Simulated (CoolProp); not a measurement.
Model: reference Helmholtz-energy equation of state, Pan 2012, in CoolProp.

Problem. For R236FA, give the phase and the density (kg/m³), Joule-Thomson coefficient (K/MPa), conductivity (mW/(m K)), fugacity coefficient at 330.9 K and 886 kPa; 330.9 K and 3550 kPa; 330.9 K and 7980 kPa.

Solution. 
- 330.9 K and 886 kPa: liquid; density 1240, Joule-Thomson coefficient 0.0862, conductivity 64.0, fugacity coefficient 0.693
- 330.9 K and 3550 kPa: liquid; density 1260, Joule-Thomson coefficient -0.00178, conductivity 66.1, fugacity coefficient 0.194
- 330.9 K and 7980 kPa: liquid; density 1290, Joule-Thomson coefficient -0.0934, conductivity 69.2, fugacity coefficient 0.105

Thermal conductivity comes from a separate model (Huber 2003), an estimate that may be off by 10 % or more.
